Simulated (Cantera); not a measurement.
An isothermal, constant-pressure homogeneous reactor starts with 71.9 % CH4, 28.1 % H2O, at 2025 K and 22.7 atm.

Computed with Cantera and GRI-Mech 3.0 (53 species, 325 reactions). GRI-Mech 3.0 stops at C3 and has no aromatics, soot or wall deposition, so with more carbon than oxygen in the feed, carbon stays in small species such as C2H2 where larger ones or solid carbon would form. The pressure lies above the range GRI-Mech 3.0 was tuned for (to about 10 atm).

x: mole fraction; the columns are a selection and need not sum to one.

```json
[
 {"t (s)": "3.00e-5", "x CH4": "0.249", "x H2O": "0.203", "x C2H": "1.35e-6", "x CO2": "4.44e-5", "x O": "2.15e-9", "x C2H2": "0.119", "x HCO": "8.44e-8"},
 {"t (s)": "0.000123", "x CH4": "…", "x H2O": "…", "x C2H": "1.72e-6", "x CO2": "…", "x O": "…", "x C2H2": "0.159", "x HCO": "…"},
 {"t (s)": "0.000504", "x CH4": "0.0634", "x H2O": "0.135", "x C2H": "1.67e-6", "x CO2": "0.00138", "x O": "1.04e-9", "x C2H2": "0.156", "x HCO": "9.42e-8"},
 {"t (s)": "0.00206", "x CH4": "0.0583", "x H2O": "0.0729", "x C2H": "1.25e-6", "x CO2": "0.00201", "x O": "6.15e-10", "x C2H2": "0.123", "x HCO": "2.18e-7"},
 {"t (s)": "0.00845", "x CH4": "0.0533", "x H2O": "0.0141", "x C2H": "8.86e-7", "x CO2": "0.000595", "x O": "1.32e-10", "x C2H2": "0.0901", "x HCO": "3.56e-7"},
 {"t (s)": "0.0346", "x CH4": "0.0517", "x H2O": "9.39e-5", "x C2H": "8.03e-7", "x CO2": "4.25e-6", "x O": "1.08e-12", "x C2H2": "0.0823", "x HCO": "3.91e-7"},
 {"t (s)": "0.142", "x CH4": "0.0517", "x H2O": "2.21e-5", "x C2H": "8.02e-7", "x CO2": "9.92e-7", "x O": "<1e-12", "x C2H2": "0.0823", "x HCO": "3.91e-7"},
 {"t (s)": "0.582", "x CH4": "0.0517", "x H2O": "2.21e-5", "x C2H": "8.02e-7", "x CO2": "9.92e-7", "x O": "<1e-12", "x C2H2": "0.0823", "x HCO": "3.91e-7"},
 {"t (s)": "2.38", "x CH4": "0.0517", "x H2O": "2.21e-5", "x C2H": "8.02e-7", "x CO2": "9.92e-7", "x O": "<1e-12", "x C2H2": "0.0823", "x HCO": "3.91e-7"},
 {"t (s)": "9.76", "x CH4": "0.0517", "x H2O": "2.21e-5", "x C2H": "8.02e-7", "x CO2": "9.92e-7", "x O": "<1e-12", "x C2H2": "0.0823", "x HCO": "3.91e-7"},
 {"t (s)": "40.0", "x CH4": "0.0517", "x H2O": "2.21e-5", "x C2H": "8.02e-7", "x CO2": "9.92e-7", "x O": "<1e-12", "x C2H2": "0.0823", "x HCO": "3.91e-7"}
]
```

What belongs in the gaps?


- 0.000123, x CH4: 0.110
- 0.000123, x H2O: 0.170
- 0.000123, x CO2: 0.000336
- 0.000123, x O: 1.36e-9
- 0.000123, x HCO: 5.30e-8
